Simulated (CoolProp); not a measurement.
Computed with CoolProp (reference Helmholtz-energy equation of state, Zhou 2012).

**Question.** Give the vapour pressure (MPa), vapour Z, surface tension (mN/m) of saturated p-xylene at 141.35, 173.75, 238.55 °C.

**Answer.** 
```csv
T (°C),p (MPa),vapour Z,surface tension (mN/m)
141.35,0.110,0.950,16.0
173.75,0.240,0.915,13.0
238.55,0.823,0.804,7.23
```

Surface tension comes from a separate correlation (Mulero 2014).
